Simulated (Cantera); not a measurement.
# Hydrocarbon pyrolysis for carbon deposition

An isothermal, constant-pressure homogeneous reactor starts with 45.5 % C2H6, 54.5 % H2, at 1350 K and 1430 Torr.

Detailed kinetics in Cantera: GRI-Mech 3.0 (53 species, 325 reactions). GRI-Mech 3.0 stops at C3 and has no aromatics, soot or wall deposition, so with more carbon than oxygen in the feed, carbon stays in small species such as C2H2 where larger ones or solid carbon would form.

```json
[
 {"t (s)": "0.000600", "x C2H6": "0.139", "x H2": "0.603", "x CH2": "3.95e-9", "x C2H4": "0.188", "x C2H": "8.27e-11", "x CH4": "0.0644", "x H": "2.01e-5"},
 {"t (s)": "0.00180", "x C2H6": "0.0282", "x H2": "0.619", "x CH2": "1.17e-9", "x C2H4": "0.240", "x C2H": "2.39e-10", "x CH4": "0.0971", "x H": "1.52e-5"},
 {"t (s)": "0.00542", "x C2H6": "0.00820", "x H2": "0.621", "x CH2": "4.20e-10", "x C2H4": "0.224", "x C2H": "3.32e-10", "x CH4": "0.113", "x H": "9.32e-6"},
 {"t (s)": "0.0163", "x C2H6": "0.00605", "x H2": "0.616", "x CH2": "3.31e-10", "x C2H4": "0.184", "x C2H": "5.02e-10", "x CH4": "0.135", "x H": "7.79e-6"},
 {"t (s)": "0.0490", "x C2H6": "0.00458", "x H2": "0.597", "x CH2": "2.59e-10", "x C2H4": "0.145", "x C2H": "5.43e-10", "x CH4": "0.174", "x H": "6.07e-6"},
 {"t (s)": "0.147", "x C2H6": "0.00360", "x H2": "0.555", "x CH2": "1.96e-10", "x C2H4": "0.122", "x C2H": "4.15e-10", "x CH4": "0.239", "x H": "4.27e-6"},
 {"t (s)": "0.443", "x C2H6": "0.00267", "x H2": "0.494", "x CH2": "1.34e-10", "x C2H4": "0.101", "x C2H": "2.71e-10", "x CH4": "0.329", "x H": "2.71e-6"},
 {"t (s)": "1.33", "x C2H6": "0.00186", "x H2": "0.429", "x CH2": "8.60e-11", "x C2H4": "0.0789", "x C2H": "1.72e-10", "x CH4": "0.424", "x H": "1.67e-6"},
 {"t (s)": "4.00", "x C2H6": "0.00139", "x H2": "0.381", "x CH2": "6.19e-11", "x C2H4": "0.0637", "x C2H": "1.22e-10", "x CH4": "0.495", "x H": "1.17e-6"}
]
```
x: mole fraction; the columns are a selection and need not sum to one.

Equilibrium at this temperature and pressure: C2H6 0.00127, H2 0.367, CH2 5.64e-11, C2H4 0.0594, C2H 1.10e-10, CH4 0.516, H 1.05e-6 (gas phase only).
